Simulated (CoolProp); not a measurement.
A closed Brayton cycle with carbon dioxide: compressor inlet 318.15 K and 8.8 MPa, high pressure 27.7 MPa, turbine inlet 975 K, compressor efficiency 0.8, turbine efficiency 0.93, recuperator effectiveness 0.95 (on enthalpy, no pinch check). Each further row changes one setting.

Computed with CoolProp (reference Helmholtz-energy equation of state, Span 1996).

```csv
case,thermal efficiency (%),net work (kJ/kg),compressor to turbine work,compressor exit (K),turbine exit (K)
as stated,42.8,131,0.29,400.1,818.4
turbine inlet 925 K,___,121,___,400.1,773.7
compressor inlet 328.15 K,41.4,120,___,425.6,818.4
high pressure 23.5 MPa,41.8,___,___,387.9,___
recuperator effectiveness 0.5,___,131,0.29,400.1,818.4
```

### Question
Complete the blanks.

### Answer

- turbine inlet 925 K, thermal efficiency (%): 41.2
- turbine inlet 925 K, compressor to turbine work: 0.31
- compressor inlet 328.15 K, compressor to turbine work: 0.35
- high pressure 23.5 MPa, net work (kJ/kg): 117
- high pressure 23.5 MPa, compressor to turbine work: 0.27
- high pressure 23.5 MPa, turbine exit (K): 840.0
- recuperator effectiveness 0.5, thermal efficiency (%): 24.9
